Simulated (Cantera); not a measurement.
What does this Cantera script print?

```python
import numpy as np
import cantera as ct

gas = ct.Solution("gri30.yaml")
gas.TPX = 325, 1000000, {'CH4': 1, 'O2': 3.7, 'N2': 13.9}
inlet = ct.Reservoir(gas, clone=True)
gas.equilibrate("HP")  # start burning
reactor = ct.IdealGasConstPressureReactor(gas, energy="on", clone=False)
exhaust = ct.Reservoir(gas, clone=True)
tau = [0.021, 0.011, 0.0056, 0.0029, 0.0015, 0.00078, 0.0004, 0.00021, 0.00011, 5.6e-05, 2.9e-05, 1.5e-05, 7.8e-06][0]
for a, b in ((inlet, reactor), (reactor, exhaust)):
    ct.MassFlowController(a, b, mdot=lambda t: reactor.mass / tau)
net = ct.ReactorNet([reactor])
show = ['CH4', 'O2', 'HCN', 'CH2', 'OH', 'C2H4']

rows = []
print(f"{'tau/s':>10s}{'T/K':>9s}" + "".join(f"{s:>11s}" for s in show))
for tau in [0.021, 0.011, 0.0056, 0.0029, 0.0015, 0.00078, 0.0004, 0.00021, 0.00011, 5.6e-05, 2.9e-05, 1.5e-05, 7.8e-06]:
    net.initial_time = 0.0
    net.advance(30 * tau)
    before = gas.X
    net.advance(40 * tau)
    drift = np.max(np.abs(gas.X - before) / (gas.X + 1e-9))
    rows.append([gas.T, *gas[show].X, drift])
    print(f"{tau:10.3e}{gas.T:9.1f}" + "".join(f"{x:11.3e}" for x in gas[show].X))
```

Result:

```
     tau/s      T/K        CH4         O2        HCN        CH2         OH       C2H4
 2.100e-02   1573.7  5.853e-05  9.176e-02  2.441e-09  1.462e-08  1.368e-04  3.790e-07
 1.100e-02   1568.9  1.039e-04  9.208e-02  3.410e-09  2.586e-08  1.431e-04  1.003e-06
 5.600e-03   1558.7  2.017e-04  9.277e-02  4.449e-09  4.379e-08  1.400e-04  2.913e-06
 2.900e-03   1533.7  4.553e-04  9.449e-02  4.546e-09  6.204e-08  1.152e-04  9.692e-06
 1.500e-03    325.0  5.376e-02  1.989e-01 -5.986e-23  3.236e-35 -1.945e-32 -4.475e-18
 7.800e-04    325.0  5.376e-02  1.989e-01 -9.177e-27 -1.457e-37 -6.612e-35 -6.861e-22
 4.000e-04    325.0  5.376e-02  1.989e-01 -5.797e-28 -3.129e-39 -9.742e-36 -4.334e-23
 2.100e-04    325.0  5.376e-02  1.989e-01 -3.662e-29 -1.041e-39 -2.557e-37 -2.737e-24
 1.100e-04    325.0  5.376e-02  1.989e-01 -2.313e-30 -5.917e-41 -2.393e-38 -1.729e-25
 5.600e-05    325.0  5.376e-02  1.989e-01 -1.461e-31 -6.990e-42 -1.689e-39 -1.092e-26
 2.900e-05    325.0  5.376e-02  1.989e-01 -9.229e-33 -1.782e-42 -3.471e-40 -6.899e-28
 1.500e-05    325.0  5.376e-02  1.989e-01 -5.830e-34  1.868e-43  2.097e-41 -4.358e-29
 7.800e-06    325.0  5.376e-02  1.989e-01 -3.682e-35  4.695e-45  1.133e-42 -2.753e-30
```

Detailed kinetics in Cantera: GRI-Mech 3.0 (53 species, 325 reactions).
